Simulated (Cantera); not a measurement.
Charge: 1 mol Al₂O₃, 26 mol H₂, equilibrated at 1 atm.

These are equilibrium values from Cantera (NASA tables, ideal gas, pure condensed phases), not measurements of a reactor. Candidate condensed phases: Al, Al₂O₃, H₂O; 19 gas species. The tables' values for AlOH are old estimates; treat these amounts as uncertain. The numbers say what is thermodynamically allowed, not how fast it happens.

x: gas mole fraction; n: condensed amount in mol.

```
T (K)   x H₂       x H     x H₂O      x Al    x Al₂O   x AlOH  n Al₂O₃(s)
-----  -----  --------  --------  --------  --------  -------  ----------
1648   1.000   8.85e-5   2.04e-6   6.75e-7   1.36e-7  6.36e-8       1.000
1698   1.000  0.000144   3.93e-6   1.34e-6   3.12e-7  1.36e-7       1.000
1748   1.000  0.000227   7.28e-6   2.52e-6   6.76e-7  2.79e-7       1.000
1798   1.000  0.000350   1.31e-5   4.58e-6   1.39e-6  5.46e-7       1.000
1848   0.999  0.000527   2.28e-5   8.00e-6   2.72e-6  1.03e-6       1.000
1898   0.999  0.000776   3.87e-5   1.35e-5   5.12e-6  1.87e-6       1.000
1948   0.999   0.00112   6.39e-5   2.22e-5   9.26e-6  3.28e-6       0.999
1998   0.998   0.00159  0.000103   3.53e-5   1.62e-5  5.60e-6       0.999
2048   0.998   0.00222  0.000162   5.48e-5   2.74e-5  9.28e-6       0.998
2098   0.997   0.00305  0.000251   8.32e-5   4.50e-5  1.50e-5       0.997
2148   0.995       ___       ___       ___       ___  2.37e-5       0.996
2198   0.994   0.00551  0.000563  0.000180  0.000112  3.65e-5       0.994
2248   0.991       ___       ___       ___       ___  5.51e-5       0.991
2298   0.989   0.00946   0.00118  0.000361  0.000256  8.16e-5       0.987
```

Q: Some entries are withheld; supply them.

A: 
- 2248, x H: 0.00727
- 2248, x H₂O: 0.000821
- 2248, x Al: 0.000257
- 2248, x Al₂O: 0.000171
- 2148, x H: 0.00413
- 2148, x H₂O: 0.000379
- 2148, x Al: 0.000124
- 2148, x Al₂O: 7.20e-5
